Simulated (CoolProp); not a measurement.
The numbers come from the reference Helmholtz-energy equation of state, Thol 2016 in CoolProp.

Q: For hexamethyldisiloxane (MM), give the phase and the Joule-Thomson coefficient (K/MPa), isothermal compressibility (1/MPa) at 31.55 °C and 0.107 MPa; 192.25 °C and 2.08 MPa; 111.45 °C and 2.51 MPa.

A: 
- 31.55 °C and 0.107 MPa: liquid; Joule-Thomson coefficient -0.395, isothermal compressibility 0.00225
- 192.25 °C and 2.08 MPa: liquid; Joule-Thomson coefficient 0.363, isothermal compressibility 0.0184
- 111.45 °C and 2.51 MPa: liquid; Joule-Thomson coefficient -0.226, isothermal compressibility 0.00475
